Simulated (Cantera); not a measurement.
A Cantera script and what it prints.

```python
import numpy as np
import cantera as ct

gas_names = """
    B BF BF2 BF3 BN B2 F F2 N NF NF2 NF3 N2
""".split()
cond_names = """
    B(b) B(L) BN(s)
""".split()


# ... load() reads the species with a 1 bar reference pressure and builds the phases ...
atoms = {
    'BF3': {'B': 1, 'F': 3},
    'N2': {'N': 2},
}
top_T = {'BN(s)': 3200}  # K; cautious upper limits of use, not melting points


# ... equilibrate(T, P, feed) seeds the gas with the atoms and calls Mixture.equilibrate('TP', solver="vcs", rtol=1e-11, max_steps=5000) ...
results = []
feed = {'BF3': 1, 'N2': 0.5}  # mol
T = 1073.15  # K
P = 64  # Pa
mix = equilibrate(T, P, feed)
results.append((T, P, feed, dict(zip(mix.species_names, mix.species_moles))))
x = sorted(zip(gas.X, gas.species_names), reverse=True)
print(f"T = {T:g} K  P = {P:g} Pa  gas = {mix.phase_moles(0):.4g} mol")
print("   x: " + "  ".join(f"{s} {v:.3e}" for v, s in x if v > 1e-06))
print("   condensed (mol): " + ("  ".join(f"{mix.phase(i).name} {mix.phase_moles(i):.4g}"
      for i in range(1, mix.n_phases) if mix.phase_moles(i) > 1e-12) or "none"))
```

It prints:

```
T = 1073.15 K  P = 64 Pa  gas = 1.5 mol
   x: BF3 6.667e-01  N2 3.333e-01
   condensed (mol): none
```

Equilibrium computed with Cantera from the NASA thermochemical tables; the gas is ideal and each condensed phase is pure.
